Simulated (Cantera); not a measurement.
Charge: 1 mol Cr2O3, 180 mol H2.

These are equilibrium values from Cantera (NASA tables, ideal gas, pure condensed phases), not measurements of a reactor. Candidate condensed phases: Cr, Cr2O3, H2O; 13 gas species. Mutual solubility and eutectic melting of coexisting phases are not modelled. Rates play no part.

Stable condensed phases, one row left out:

```
T in K \ P in Pa
              10      68     460    3200   22000  150000 1000000
   1550        A       A       B       B       B       B       B
   1525        A       A       B       B       B       B       B
   1500        A       A       B       B       B       B       B
   1475        A       B       B       B       B       B       B
   1450        A       B       B       B       B       B       B
   1425        A       B       B       B       B       B       B
   1400        A       B       B       B       B       B       B
   1350        B       B       B       B       B       B       B
   1325        B       B       B       B       B       B       B
```

A: Cr2O3; B: Cr + Cr2O3.

Question: Give the row for 1375 K.

Answer: 10: Cr2O3; 68: Cr + Cr2O3; 460: Cr + Cr2O3; 3200: Cr + Cr2O3; 22000: Cr + Cr2O3; 150000: Cr + Cr2O3; 1000000: Cr + Cr2O3.
